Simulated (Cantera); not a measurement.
A Cantera script and what it prints.

```python
import numpy as np
import cantera as ct

gas_names = """
    HCL N NH3 TiCL3
""".split()
cond_names = """
    Ti(a) Ti(b) Ti(L)
""".split()


# ... load() reads the species with a 1 bar reference pressure and builds the phases ...
species = {s.name: s for s in load("nasa_gas.yaml", gas_names) + load("nasa_condensed.yaml", cond_names)}
# Each term lists the table entries of one substance; the one whose range holds T is used.
reactions = {
    '3 HCl(g) + N(g) + Ti = NH3(g) + TiCl3(g)':
        [(-3, ['HCL']), (-1, ['N']), (-1, ['Ti(a)', 'Ti(b)', 'Ti(L)']), (1, ['NH3']), (1, ['TiCL3'])],
}


def pick(names, T):
    return next(species[n] for n in names if species[n].thermo.min_temp <= T <= species[n].thermo.max_temp)


results = []
for label, terms in reactions.items():
    print(label)
    print("     T/K   dH/kJ  dS/(J/K)   dG/kJ   log10 K")
    for T in [300, 925, 1025, 1125, 1225, 1325, 1425, 1525]:
        used = [(nu, pick(names, T)) for nu, names in terms]
        dH = sum(nu * s.thermo.h(T) for nu, s in used) / 1e6
        dS = sum(nu * s.thermo.s(T) for nu, s in used) / 1e3
        dG = dH - T * dS / 1e3
        logK = -dG * 1e6 / (ct.gas_constant * T * np.log(10))
        results.append((label, T, dH, dS, dG, logK, [s.name for _, s in used]))
        print(f"{T:8g} {dH:8.1f} {dS:8.1f} {dG:8.1f} {logK:8.2f}")
```

Result:

```
3 HCl(g) + N(g) + Ti = NH3(g) + TiCl3(g)
     T/K   dH/kJ  dS/(J/K)   dG/kJ   log10 K
     300   -781.1   -235.2   -710.5   123.70
     925   -788.1   -249.8   -557.0    31.45
    1025   -788.7   -250.5   -532.0    27.11
    1125   -789.8   -251.5   -506.9    23.53
    1225   -794.3   -255.4   -481.4    20.53
    1325   -794.5   -255.5   -455.9    17.97
    1425   -794.8   -255.7   -430.3    15.77
    1525   -795.2   -256.0   -404.8    13.86
```

Cantera with NASA thermochemical tables; ideal gases at 1 bar, condensed phases pure. Condensed species are held in their standard states even where they would react or evaporate.
